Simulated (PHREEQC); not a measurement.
0.35 g of hydrous ferric oxide (600 m²/g; 0.2 weak and 0.005 strong sites per Fe, Dzombak-Morel constants, diffuse double layer) in 1 kg of water with 0.005 mol/kgw of an inert sodium salt and 0.00017 mol MnCl2 and 1.3e-05 mol Na2HAsO4, at 25 °C; the pH is set by adding NaOH or the inert anion's acid. The system is closed to oxygen. CO2 from the air is kept out. No solid was allowed to form.

Base run: PHREEQC, ion-association model, wateq4f.dat. Each further column changes one thing. The table gives Mn sorbed (%).

```
pH   base  no electrostatic term (-no_edl)  background salt from 0.005 to 0.0005 mol/kgw  oxide from 0.35 to 1.8 g/kgw  0.00035 mol/kgw ZnCl2 added
---  ----  -------------------------------  --------------------------------------------  ----------------------------  ---------------------------
3     0.0                              0.0                                           0.0                           0.0                          0.0
4     0.0                              0.0                                           0.0                           0.0                          0.0
4.5   0.0                              0.0                                           0.0                           0.1                          0.0
5     0.1                       (withheld)                                           0.1                           0.5                          0.1
6     4.0                              8.7                                           3.9                          17.1                   (withheld)
7    21.0                             43.4                                          21.7                          71.1                          3.8
7.5  51.0                             77.6                                          52.8                          93.1                         10.0
8    84.3                             92.8                                          85.7                          99.1                         22.4
9    99.7                       (withheld)                                          99.8                    (withheld)                         64.1
```

Question: Fill in the missing entries.

Answer: 
- 5, no electrostatic term (-no_edl): 0.3
- 6, 0.00035 mol/kgw ZnCl2 added: 0.4
- 9, no electrostatic term (-no_edl): 98.7
- 9, oxide from 0.35 to 1.8 g/kgw: 100.0

The database has no arsenate complexes of Mn. The oxide is taken as insoluble; below pH 4 it would dissolve. In at least one series the solution becomes supersaturated in solids that the run did not let form, among them Zn(OH)2-e, Zn5(OH)8Cl2. The database has no arsenate complexes of Zn, Mn.
